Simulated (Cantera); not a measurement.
Feed: 1 mol Pb, 0.47 mol H2, 1.2 mol N2, held at 1150 K.

Equilibrium computed with Cantera from the NASA thermochemical tables; the gas is ideal and each condensed phase is pure. Candidate condensed phases: Pb; 11 gas species. Kinetics and transport are ignored.

x: gas mole fraction; n: condensed amount in mol.

```csv
P (Pa),x N2,x Pb,x H2,x NH3,x Pb2,x H,n Pb(l)
10,0.449,0.375,0.176,1.21e-9,1.06e-6,3.13e-6,0
68,0.449,0.375,0.176,…,…,…,0
460,0.673,…,0.264,…,…,…,…
3200,0.712,0.00905,0.279,9.70e-7,1.98e-7,2.20e-7,0.985
22000,0.718,0.00132,0.281,6.77e-6,2.88e-8,8.43e-8,0.998
150000,0.718,0.000193,0.281,4.63e-5,4.22e-9,3.23e-8,1.000
1000000,0.719,2.90e-5,0.281,0.000308,6.33e-10,1.25e-8,1.000
```

### Question
Fill in the missing entries.

### Answer

- 68, x NH3: 8.21e-9
- 68, x Pb2: 7.20e-6
- 68, x H: 1.20e-6
- 460, x Pb: 0.0630
- 460, x NH3: 1.25e-7
- 460, x Pb2: 1.38e-6
- 460, x H: 5.65e-7
- 460, n Pb(l): 0.888
